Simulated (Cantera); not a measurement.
Charge: 1 mol CH3SiCl3, 0.079 mol C2H4, 8.2 mol H2, at 2223 K and 0.00510 bar.

Equilibrium computed with Cantera from the NASA thermochemical tables; the gas is ideal and each condensed phase is pure. Candidate condensed phases: C, C6H6, C7H8, C8H18, Si, SiC; 109 gas species. The feed counts by its element totals alone. The tables' values for SiCl, SiCl3 are old estimates; treat these amounts as uncertain. Gases not in the tables: Si2H6 and higher silanes. Equilibrium is a limit: real reactors are often held back by kinetics, nucleation or transport.

Base state: H2 0.676, HCl 0.204, H 0.0738, Cl 0.0161, SiCl2 0.0133, Si 0.0104, SiCl 0.00207, C2H2 (acetylene) 0.00196 (mole fractions); condensed: C(graphite) + SiC(s).

Q: What changes in the equilibrium state with this change: H2 from 8.2 to 600 mol?

A: 
| species | before | after |
|---|---|---|
| H2 | 0.676 | 0.907 |
| H | 0.0738 | 0.0854 |
| HCl | 0.204 | 0.00444 |
| Cl | 0.0161 | 0.000304 |
| SiCl2 | 0.0133 | 6.67e-7 |
| Si | 0.0104 | 0.00147 |
| SiCl3 | 2.68e-5 | <1e-9 |
| SiCl | 0.00207 | 5.51e-6 |
| Si2C | 0.000658 | 7.50e-6 |
| Si2 | 2.00e-5 | 3.99e-7 |
| C(graphite), mol | 0.420 | 0 |
| SiC(s), mol | 0.656 | 0 |
